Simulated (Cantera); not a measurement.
Cantera run:

```python
import numpy as np
import cantera as ct

gas_names = """
    AL ALN AL2 N N2
""".split()
cond_names = """
    AL(cr) AL(L) ALN(s)
""".split()


def load(file, names, dense=False):
    # The tables refer to 1 bar. Condensed volumes are neglected.
    table = {s.name: s for s in ct.Species.list_from_file(file)}
    out = []
    for n in names:
        d = dict(table[n].input_data)
        d["thermo"] = dict(d["thermo"], **{"reference-pressure": 1e5})
        if dense:
            d["equation-of-state"] = {"model": "constant-volume", "density": "1e6 g/cm^3"}
        out.append(ct.Species.from_dict(d))
    return out


gas = ct.Solution(thermo="ideal-gas", species=load("nasa_gas.yaml", gas_names))
cond = {s.name: ct.Solution(thermo="fixed-stoichiometry", species=[s], name=s.name)
        for s in load("nasa_condensed.yaml", cond_names, dense=True)}
atoms = {
    'AlN': {'AL': 1, 'N': 1},
    'N2': {'N': 2},
}
top_T = {'ALN(s)': 2750}  # K; cautious upper limits of use, not melting points


def equilibrate(T, P, feed):
    n = {}
    for name, mol in feed.items():
        for a, k in atoms[name].items():
            n[a] = n.get(a, 0.0) + k * mol
    gas.TPX = T, P, n
    mass = sum(n.values()) * gas.mean_molecular_weight
    gas.equilibrate("TP")
    valid = [c for c in cond.values() if c.min_temp <= T <= top_T.get(c.name, c.max_temp)]
    mix = ct.Mixture([(gas, mass / gas.mean_molecular_weight)] + [(c, 0.0) for c in valid])
    mix.T, mix.P = T, P
    mix.equilibrate("TP", solver="vcs", rtol=1e-11, max_steps=5000)
    return mix


results = []
feed = {'AlN': 1, 'N2': 6}  # mol
P = 1900  # Pa
for T in [1548, 1748, 1948, 2148, 2348, 2548, 2748]:
    mix = equilibrate(T, P, feed)
    results.append((T, P, feed, dict(zip(mix.species_names, mix.species_moles))))

top = {s: max(r[3][s] / sum(r[3][g] for g in gas_names) for r in results) for s in gas_names}
cols = sorted((s for s in top if top[s] > 1e-05), key=lambda s: -top[s])[:8]
seen = [c for c in cond_names if any(r[3].get(c, 0) > 1e-12 for r in results)]
print("log10 of partial pressures in bar; condensed amounts in mol")
print(f"{'T/K':>10s}" + "".join(f"{s[:9]:>10s}" for s in cols + seen))
for T, P, feed, n in results:
    ng = sum(n[g] for g in gas_names)
    print(f"{T:10.4g}" + "".join(f"{np.log10(max(n[s] / ng * P / 1e5, 1e-99)):10.3f}" for s in cols)
          + "".join(f"{n.get(c, 0):10.4g}" for c in seen))
```

It prints:

```
log10 of partial pressures in bar; condensed amounts in mol
       T/K        N2        AL       AL2         N    ALN(s)
      1548    -1.721    -8.661   -16.517   -13.560         1
      1748    -1.721    -6.208   -12.280   -11.711    0.9998
      1948    -1.722    -4.267    -8.928   -10.241    0.9828
      2148    -1.773    -2.668    -6.163    -9.067     0.182
      2348    -1.783    -2.596    -6.380    -8.077         0
      2548    -1.783    -2.596    -6.683    -7.236         0
      2748    -1.783    -2.596    -6.943    -6.518         0
```

Cantera equilibrium calculation (NASA polynomials, part measured and part estimated; ideal gas, pure solids and liquids).
